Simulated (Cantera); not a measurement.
A closed system holds: 1 mol FeCl2, 0.31 mol H2, 150 mol N2, equilibrated at 0.100 bar.

Equilibrium computed with Cantera from the NASA thermochemical tables; the gas is ideal and each condensed phase is pure. Candidate condensed phases: Fe, FeCl2, FeCl3, NH4Cl; 18 gas species. Kinetics and transport are ignored.

Q: At 1850 K, list the 6 most abundant gas species with their mole fractions, and the condensed phases.

A: N2 0.991, FeCl2 0.00550, HCl 0.00211, H2 0.000964, Fe 0.000585, Cl 8.82e-5. Condensed: Fe(l).
